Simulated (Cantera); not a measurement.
Diamond growth

A diamond (100) surface in a fixed gas of H2 with x(CH4) = 0.0021, x(H) = 0.035, x(CH3) = 0.0016, 17000 Pa; coverages are run to steady state.

Model: the Harris–Goodwin 1993 mechanism for the reconstructed diamond (100) surface, integrated in Cantera.

| T (K) | growth (µm/h) | θ c6HH | θ c6H* | θ c6*H | θ c6** | θ c6HM |
|---|---|---|---|---|---|---|
| 925 | 95.1 | 0.640 | 0.0128 | 0.300 | 0.00531 | 0.0331 |
| 975 | 124 | 0.598 | 0.0167 | 0.342 | 0.00795 | 0.0268 |
| 1025 | 157 | 0.557 | 0.0212 | 0.380 | 0.0114 | 0.0219 |
| 1075 | 191 | 0.518 | 0.0259 | 0.414 | 0.0157 | 0.0180 |
| 1125 | 226 | 0.481 | 0.0310 | 0.444 | 0.0209 | 0.0147 |
| 1175 | 255 | 0.446 | 0.0363 | 0.471 | 0.0270 | 0.0119 |
| 1225 | 271 | 0.415 | 0.0418 | 0.493 | 0.0341 | 0.00921 |
| 1275 | 264 | 0.386 | 0.0473 | 0.512 | 0.0422 | 0.00657 |
| 1325 | 232 | 0.360 | 0.0528 | 0.528 | 0.0511 | 0.00417 |
| 1375 | 191 | 0.336 | 0.0581 | 0.540 | 0.0609 | 0.00234 |
θ: site fractions in the mechanism's names (c6HH fully hydrogenated, c6H* and c6*H radical sites, c6** diradical, c6HM methylated).
